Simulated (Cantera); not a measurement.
A perfectly stirred reactor is fed with H2 : O2 : N2 = 0.74 : 1 : 0.57 (molar parts), equivalence ratio 0.37, at 0.133 bar; it is held at 1123 K, and followed from long to short residence time.

Detailed kinetics in Cantera: the H2/O2 subset of GRI-Mech 3.0, which has no nitrogen chemistry. The temperature is held fixed by assumption; the heat of reaction is taken as removed at once.

Q: What does this change do: temperature 1123 to 1423 K?

A: 
| quantity | before | after |
|---|---|---|
| x(H2) at τ = 2.10 s | 0.000295 | 0.000116 |
| x(O2) at τ = 2.10 s | 0.325 | 0.324 |
| x(HO2) at τ = 2.10 s | 9.21e-6 | 2.36e-6 |
| x(H2O) at τ = 2.10 s | 0.381 | 0.381 |
| x(H) at τ = 2.10 s | 5.83e-6 | 1.02e-5 |
| x(H2) at τ = 78.0 ms | 0.00247 | 0.00103 |
| x(O2) at τ = 78.0 ms | 0.325 | 0.323 |
| x(HO2) at τ = 78.0 ms | 4.11e-5 | 1.44e-5 |
| x(H2O) at τ = 78.0 ms | 0.378 | 0.378 |
| x(H) at τ = 78.0 ms | 0.000158 | 0.000290 |

Q: What does this change do: pressure from 0.133 bar to 0.200 bar?

A: 
```csv
quantity,before,after
x(H2) at τ = 2.10 s,0.000295,0.000278
x(O2) at τ = 2.10 s,0.325,0.325
x(HO2) at τ = 2.10 s,9.21e-6,9.64e-6
x(H2O) at τ = 2.10 s,0.381,0.381
x(H) at τ = 2.10 s,5.83e-6,2.60e-6
x(H2) at τ = 78.0 ms,0.00247,0.00237
x(O2) at τ = 78.0 ms,0.325,0.325
x(HO2) at τ = 78.0 ms,4.11e-5,4.90e-5
x(H2O) at τ = 78.0 ms,0.378,0.378
x(H) at τ = 78.0 ms,0.000158,7.03e-5
```
